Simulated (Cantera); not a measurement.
Feed: 1 mol C₂H₂, 0.18 mol H₂O, 20 mol N₂, equilibrated at 975 K and 10.0 mbar.

These are equilibrium values from Cantera (NASA tables, ideal gas, pure condensed phases), not measurements of a reactor. Candidate condensed phases: C, C₆H₆, C₇H₈, C₈H₁₈, H₂O; 136 gas species. Kinetics and transport are ignored.

Base state: N₂ 0.936, H₂ 0.0552, CO 0.00842 (mole fractions); condensed: C(graphite).

Q: What changes in the equilibrium state with this change: H₂O from 0.18 to 0.13 mol?

A: 
```json
[
 {"species": "N₂", "before": "0.936", "after": "0.941"},
 {"species": "H₂", "before": "0.0552", "after": "0.0531"},
 {"species": "CO", "before": "0.00842", "after": "0.00611"},
 {"species": "C(graphite), mol", "before": "1.82", "after": "1.87"}
]
```

Q: What changes in the equilibrium state with this change: H₂O from 0.18 to 0.029 mol?

A: 
```tsv
species	before	after
N₂	0.936	0.950
H₂	0.0552	0.0489
CO	0.00842	0.00138
C(graphite), mol	1.82	1.97
```
